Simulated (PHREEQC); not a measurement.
A solution holds 0.41 mol MgSO4, 2.4 mol HCl and 8.4e-05 mol H4SiO4 per kg of water, at 25 °C. Closed to the air; pH follows from the charge balance.

Equilibrium calculation in PHREEQC: Pitzer model, pitzer.dat.

Task: The ionic strength comes out as 3.42 mol/kgw. What activity coefficients do H+, HSO4-, SO4-2, Cl-, Mg+2 get?

Result: H+ 2.7, HSO4- 0.84, SO4-2 0.0049, Cl- 0.57, Mg+2 2.0. Single-ion values are on the MacInnes scale.

No solid was allowed to form. Species that the database lacks are ignored. In brines, pH and single-ion activities rest on the MacInnes convention.
